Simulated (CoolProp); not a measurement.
Propylene at 293.15 K and 2.98 MPa flows at 1.3 m/s in a round tube of 10 mm bore and 0.25 µm roughness, fully developed (64/Re and Nu = 3.66 if laminar; Colebrook and Gnielinski if turbulent). Each further row changes one setting.

Values from CoolProp's reference Helmholtz-energy equation of state, Lemmon 2013.

```json
[
 {"case": "as stated", "Reynolds number": "65700", "Darcy friction factor": "0.0198", "pressure drop (Pa/m)": "870", "heat-transfer coefficient (W/(m² K))": "2890", "mass flow (kg/h)": "191"},
 {"case": "velocity 2.6 m/s", "Reynolds number": "131000", "Darcy friction factor": "0.0172", "pressure drop (Pa/m)": "3020", "heat-transfer coefficient (W/(m² K))": "5160", "mass flow (kg/h)": "383"},
 {"case": "diameter 20 mm", "Reynolds number": "131000", "Darcy friction factor": "0.0171", "pressure drop (Pa/m)": "376", "heat-transfer coefficient (W/(m² K))": "2570", "mass flow (kg/h)": "765"}
]
```

Viscosity comes from a separate model (Huber 2003), an estimate that may be off by 10 % or more. Thermal conductivity comes from a separate model (Huber 2003), an estimate that may be off by 10 % or more.
